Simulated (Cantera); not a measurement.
A Cantera script and what it prints.

```python
import numpy as np
import cantera as ct

gas_names = """
    H H2 Hg N NH NH2 NH3 N2 N2H2 N2H4
""".split()
cond_names = """
    Hg(cr) Hg(L)
""".split()


# ... load() reads the species with a 1 bar reference pressure and builds the phases ...
atoms = {
    'Hg': {'Hg': 1},
    'H2': {'H': 2},
    'N2': {'N': 2},
}
top_T = {}  # K; cautious upper limits of use, not melting points


# ... equilibrate(T, P, feed) seeds the gas with the atoms and calls Mixture.equilibrate('TP', solver="vcs", rtol=1e-11, max_steps=5000) ...
results = []
feed = {'Hg': 1, 'H2': 1.5, 'N2': 11}  # mol
T = 523.15  # K
P = 11  # Pa
mix = equilibrate(T, P, feed)
results.append((T, P, feed, dict(zip(mix.species_names, mix.species_moles))))
print(gas.report(threshold=1e-05))
for i in range(1, mix.n_phases):
    print(f"{mix.phase(i).name:16s} {mix.phase_moles(i):12.5e} mol")
```

Output:

```
       temperature   523.15 K
          pressure   11 Pa
           density   9.5868e-05 kg/m^3
  mean mol. weight   37.909 kg/kmol
   phase of matter   gas

                          1 kg             1 kmol
                     ---------------   ---------------
          enthalpy        2.9022e+05        1.1002e+07  J
   internal energy        1.7548e+05        6.6522e+06  J
           entropy            7400.2        2.8053e+05  J/K
    Gibbs function       -3.5812e+06       -1.3576e+08  J
 heat capacity c_p            764.77             28992  J/K
 heat capacity c_v            545.44             20677  J/K

                      mass frac. Y      mole frac. X     chem. pot. / RT
                     ---------------   ---------------   ---------------
                H2         0.0059088           0.11111           -27.493
                Hg           0.39196          0.074074           -18.981
                N2           0.60213           0.81482            -32.83
     [   +7 minor]        3.0753e-07        6.8453e-07

Hg(L)             0.00000e+00 mol
```

Equilibrium computed with Cantera from the NASA thermochemical tables; the gas is ideal and each condensed phase is pure.
